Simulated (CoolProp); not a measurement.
A closed Brayton cycle with dry air: compressor inlet 317.15 K and 0.28 MPa, high pressure 0.8 MPa, turbine inlet 705 K, compressor efficiency 0.8, turbine efficiency 0.85, recuperator effectiveness 0 (on enthalpy, no pinch check). Each further row changes one setting.

Model: reference Helmholtz-energy equation of state, Lemmon 2000, in CoolProp. It is a pseudo-pure fit of the blend.

```
case                           thermal efficiency (%)  net work (kJ/kg)  compressor to turbine work  compressor exit (K)  turbine exit (K)
-----------------------------  ----------------------  ----------------  --------------------------  -------------------  ----------------
as stated                                         6.9              18.1                        0.88                454.9             556.4
turbine inlet 655 K                                 …              6.75                        0.95                454.9             515.7
compressor inlet 327.15 K                         5.5              13.7                           …                469.0             556.4
high pressure 0.68 MPa                              …              21.0                        0.85                    …                 …
recuperator effectiveness 0.5                       …              18.1                        0.88                454.9             556.4
```

Q: What belongs in the gaps?

A: 
- turbine inlet 655 K, thermal efficiency (%): 3.2
- compressor inlet 327.15 K, compressor to turbine work: 0.91
- high pressure 0.68 MPa, thermal efficiency (%): 7.3
- high pressure 0.68 MPa, compressor exit (K): 430.9
- high pressure 0.68 MPa, turbine exit (K): 577.0
- recuperator effectiveness 0.5, thermal efficiency (%): 8.6
